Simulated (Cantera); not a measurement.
Input (Python, Cantera):

```python
import numpy as np
import cantera as ct

gas = ct.Solution("gri30.yaml")
gas.TPX = 1500, 100000, {'CO': 0.013, 'O2': 0.0024, 'H2O': 0.00012, 'N2': 1}
reactor = ct.IdealGasConstPressureReactor(gas, energy="off", clone=False)
net = ct.ReactorNet([reactor])
net.rtol, net.atol = 1e-08, 1e-18
show = ['CO', 'O2', 'H2O', 'H2', 'HO2', 'N2O']
times = np.geomspace(4e-06, 10, 14)

steps = ct.SolutionArray(gas, extra=["t"])
rows = []
print(f"{'t/s':>10s}{'T/K':>9s}{'P/Pa':>11s}" + "".join(f"{s:>11s}" for s in show))
for t in times:
    while net.time < t:
        t_next = net.step()
        steps.append(gas.state, t=t_next)
    rows.append([np.interp(t, steps.t, y) for y in (steps.T, steps.P, *steps(*show).X.T)])
    print(f"{t:10.3e}{rows[-1][0]:9.1f}{rows[-1][1]:11.4g}" + "".join(f"{x:11.3e}" for x in rows[-1][2:]))
rate = np.gradient(steps.T, steps.t)
print("integrator steps:", len(steps.t))
if steps.T.max() > steps.T[0] + 200:
    print(f"time of steepest temperature rise: {steps.t[rate.argmax()]:.4e} s")
gas.TPX = 1500, 100000, {'CO': 0.013, 'O2': 0.0024, 'H2O': 0.00012, 'N2': 1}
gas.equilibrate("TP")
print(f"equilibrium (TP): T = {gas.T:.1f} K  " + "  ".join(f"{s} {gas[s].X[0]:.3e}" for s in show))
```

Result:

```
       t/s      T/K       P/Pa         CO         O2        H2O         H2        HO2        N2O
 4.000e-06   1500.0      1e+05  1.280e-02  2.363e-03  1.182e-04  3.761e-18  2.050e-13  3.099e-15
 1.242e-05   1500.0      1e+05  1.280e-02  2.363e-03  1.182e-04  1.247e-16  6.161e-13  1.437e-14
 3.858e-05   1500.0      1e+05  1.280e-02  2.363e-03  1.182e-04  5.291e-15  1.747e-12  9.022e-14
 1.198e-04   1500.0      1e+05  1.280e-02  2.363e-03  1.182e-04  2.273e-13  4.744e-12  7.159e-13
 3.721e-04   1500.0      1e+05  1.280e-02  2.363e-03  1.182e-04  8.173e-12  2.422e-11  6.399e-12
 1.156e-03   1500.0      1e+05  1.280e-02  2.363e-03  1.182e-04  2.702e-10  2.972e-10  6.573e-11
 3.589e-03   1500.0      1e+05  1.280e-02  2.361e-03  1.180e-04  1.676e-08  8.940e-09  1.876e-09
 1.115e-02   1500.0      1e+05  1.120e-02  1.243e-03  3.321e-05  3.275e-06  1.484e-07  7.849e-07
 3.461e-02   1500.0      1e+05  8.354e-03  1.053e-04  1.470e-05  9.643e-06  2.081e-08  1.816e-07
 1.075e-01   1500.0      1e+05  8.045e-03  1.865e-06  5.470e-05  3.756e-05  3.812e-10  1.155e-08
 3.339e-01   1500.0      1e+05  8.051e-03  6.899e-08  6.796e-05  4.496e-05  9.640e-12  4.770e-09
 1.037e+00   1500.0      1e+05  8.052e-03  4.638e-09  7.073e-05  4.629e-05  3.010e-13  3.565e-09
 3.220e+00   1500.0      1e+05  8.052e-03  5.386e-10  7.140e-05  4.656e-05  1.465e-14  1.594e-09
 1.000e+01   1500.0      1e+05  8.052e-03  1.497e-10  7.158e-05  4.662e-05  2.355e-15  6.951e-10
integrator steps: 1828
equilibrium (TP): T = 1500.0 K  CO 8.047e-03  O2 8.577e-12  H2O 7.174e-05  H2 4.665e-05  HO2 8.396e-17  N2O 6.037e-13
```

Computed with Cantera and GRI-Mech 3.0 (53 species, 325 reactions).
